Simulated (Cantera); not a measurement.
A closed system holds: 1 mol V, 0.52 mol O2, 63 mol N2, at 2200 K and 0.0133 bar.

Cantera equilibrium calculation (NASA polynomials, part measured and part estimated; ideal gas, pure solids and liquids). VO: taken at fixed stoichiometry. Rates play no part.

| species | before | after |
|---|---|---|
| N2 | 0.997 | 1.000 |
| VO2 | 0.00105 | 0.000122 |
| VO | 0.00196 | 1.78e-5 |
| V | 0.000422 | 2.04e-7 |
| VO(l), mol | 0.783 | 0 |
| VO(s), mol | 0 | 0.927 |
| V2O3(s), mol | 0 | 0.0323 |
Gas species are given as mole fractions.

Question: Which change was made?
(A) temperature from 2200 K to 2573 K
(B) pressure from 0.0133 bar to 0.100 bar
(C) temperature from 2200 K to 750 K
(D) temperature from 2200 K to 1873.15 K

Answer: D, temperature from 2200 K to 1873.15 K. Mutual solubility and eutectic melting of coexisting phases are not modelled. Condensed phases not in the tables: the oxides between V2O3 and V2O5 other than VO2
